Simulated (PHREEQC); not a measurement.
PHREEQC input (ion-association model, phreeqc.dat):

```
SOLUTION_MASTER_SPECIES
  Amm  AmmH+  0  AmmH  17.031  # ammonia with no redox link, constants of NH4+
SOLUTION_SPECIES
  AmmH+ = AmmH+
    -log_k 0
    -gamma 2.5 0
    -dw 1.98e-9
  AmmH+ = Amm + H+
    -log_k -9.252
    -delta_h 12.48 kcal
    -analytic 0.6322 -0.001225 -2835.76
    -dw 2.28e-9
  AmmH+ + SO4-2 = AmmHSO4-
    -log_k 1.11
PHASES
  Amm(g)
    Amm = Amm
    -log_k 1.7966
    -analytic -18.758 3.3670e-4 2.5113e3 4.8619 39.192
    -T_c 405.6
    -P_c 111.3
    -Omega 0.25
EXCHANGE_SPECIES
  AmmH+ + X- = AmmHX
    -log_k 0.6
    -gamma 2.5 0
    -delta_h -2.4
SOLUTION 1
  temp 20
  units mol/kgw
  pH 7 charge
  Cl 0.051114
  K 0.171
  Mn(2) 5.7e-05
  Br 0.12
SOLUTION 2
  temp 20
  units mol/kgw
  pH 7 charge
  F 0.27012
  Amm 0.00012
END
SELECTED_OUTPUT 1
  -reset false
  -pH true
  -pe true
  -ionic_strength true
  -water true
  -totals Amm Br Cl F K Mn Mn(2) Mn(3)
  -molalities H+ K+ Mn+2 Cl- F- Br- OH- O2 HF HF2-
    MnOH+ Mn(OH)3- MnCl+ MnCl2 MnCl3- MnF+ Mn+3 AmmH+ Amm
  -saturation_indices Pyrochroite Sylvite
PRINT
  -reset false
MIX 1
  1 1
  2 0
END
# ... the last block is repeated for the other 10 points of share of solution B
```

Selected output (columns that matter, 11 of 11 rows; share of solution B added in front):

```
share of solution B	pH	mu	Amm	Br	Cl	F	K	Mn	m_H+	m_K+	m_Mn+2	m_Cl-	si_Pyrochroite	si_Sylvite
0	7.0504	0.17116	0	0.12	0.051114	0	0.171	5.7e-05	1.1062e-07	0.171	5.3231e-05	0.05111	-5.8396	-3.2098
0.1	2.359	0.15948	1.2e-05	0.108	0.046003	0.027012	0.1539	5.13e-05	0.0054173	0.1539	4.764e-05	0.045999	-15.262	-3.295
0.2	2.182	0.14506	2.4e-05	0.096	0.040891	0.054024	0.1368	4.56e-05	0.0081043	0.1368	4.2367e-05	0.040889	-15.655	-3.3889
0.3	2.0756	0.13015	3.6e-05	0.084	0.03578	0.081036	0.1197	3.99e-05	0.010299	0.1197	3.7139e-05	0.035778	-15.911	-3.4955
0.4	1.998	0.11499	4.8e-05	0.072	0.030668	0.10805	0.1026	3.42e-05	0.01224	0.1026	3.1917e-05	0.030667	-16.116	-3.6188
0.5	1.9362	0.099653	6e-05	0.06	0.025557	0.13506	0.0855	2.85e-05	0.014011	0.0855	2.6681e-05	0.025556	-16.3	-3.7652
0.6	1.8847	0.084182	7.2e-05	0.048	0.020446	0.16207	0.0684	2.28e-05	0.015645	0.0684	2.1422e-05	0.020445	-16.478	-3.9455
0.7	1.8404	0.068584	8.4e-05	0.036	0.015334	0.18908	0.0513	1.71e-05	0.017151	0.0513	1.6132e-05	0.015334	-16.666	-4.1795
0.8	1.8016	0.05285	9.6e-05	0.024	0.010223	0.2161	0.0342	1.14e-05	0.018521	0.0342	1.0802e-05	0.010223	-16.888	-4.5126
0.9	1.7671	0.036946	0.000108	0.012	0.0051114	0.24311	0.0171	5.7e-06	0.019721	0.0171	5.4271e-06	0.0051113	-17.218	-5.0907
1	1.7361	0.020774	0.00012	0	0	0.27012	0	0	0.020654	0	0	0	-1000	-1000
```
